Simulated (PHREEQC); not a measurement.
Consider water at 20 °C with 2.1 mol MgCl2 and 5e-05 mol H4SiO4 per kg of water. Closed to the air; pH follows from the charge balance.

Equilibrium calculation in PHREEQC: Pitzer model, pitzer.dat.

This is a speciation only: nothing precipitates in the calculation.

Predict the pH, density, osmotic coefficient.

pH 5.21; density 1.144 g/cm³; osmotic coefficient 1.594.

Species that the database lacks are ignored. In brines, pH and single-ion activities rest on the MacInnes convention.
